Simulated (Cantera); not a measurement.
Input: 1 mol H2O, 45 mol N2, held at 1 atm.

Cantera equilibrium calculation (NASA polynomials, part measured and part estimated; ideal gas, pure solids and liquids). Candidate condensed phases: H2O; 24 gas species. Equilibrium is a limit: real reactors are often held back by kinetics, nucleation or transport.

x: gas mole fraction; nothing condenses.

| T (K) | x N2 | x H2O | x H | x H2 | x NO | x OH | x O |
|---|---|---|---|---|---|---|---|
| 1750 | 0.978 | 0.0216 | 2.59e-6 | 0.000126 | (withheld) | 2.61e-5 | 4.24e-7 |
| 1850 | 0.978 | 0.0215 | 8.21e-6 | 0.000235 | (withheld) | 5.54e-5 | 1.47e-6 |
| 1950 | 0.978 | 0.0213 | 2.31e-5 | 0.000412 | (withheld) | 0.000108 | 4.51e-6 |
| 2050 | 0.978 | 0.0209 | 5.87e-5 | 0.000679 | (withheld) | 0.000198 | 1.23e-5 |
| 2150 | 0.977 | 0.0204 | 0.000137 | 0.00106 | (withheld) | 0.000339 | 3.07e-5 |
| 2250 | 0.977 | 0.0197 | 0.000294 | 0.00159 | (withheld) | 0.000549 | 7.01e-5 |
| 2350 | 0.976 | 0.0187 | 0.000588 | 0.00226 | (withheld) | 0.000842 | 0.000148 |
| 2450 | 0.975 | 0.0174 | 0.00111 | 0.00307 | (withheld) | 0.00123 | 0.000294 |
| 2550 | 0.973 | 0.0158 | 0.00196 | 0.00399 | (withheld) | 0.00170 | 0.000545 |
| 2650 | 0.971 | 0.0139 | 0.00328 | 0.00495 | (withheld) | 0.00224 | 0.000952 |
| 2750 | 0.969 | 0.0117 | 0.00520 | 0.00585 | (withheld) | 0.00279 | 0.00157 |
| 2850 | 0.966 | 0.00938 | 0.00782 | 0.00656 | (withheld) | 0.00329 | 0.00245 |
| 2950 | 0.962 | 0.00708 | 0.0112 | 0.00693 | (withheld) | 0.00364 | 0.00362 |

Task: Complete the blanks.

Result: 
- 1750, x NO: 4.84e-5
- 1850, x NO: 9.17e-5
- 1950, x NO: 0.000162
- 2050, x NO: 0.000272
- 2150, x NO: 0.000432
- 2250, x NO: 0.000656
- 2350, x NO: 0.000955
- 2450, x NO: 0.00134
- 2550, x NO: 0.00181
- 2650, x NO: 0.00235
- 2750, x NO: 0.00295
- 2850, x NO: 0.00356
- 2950, x NO: 0.00414
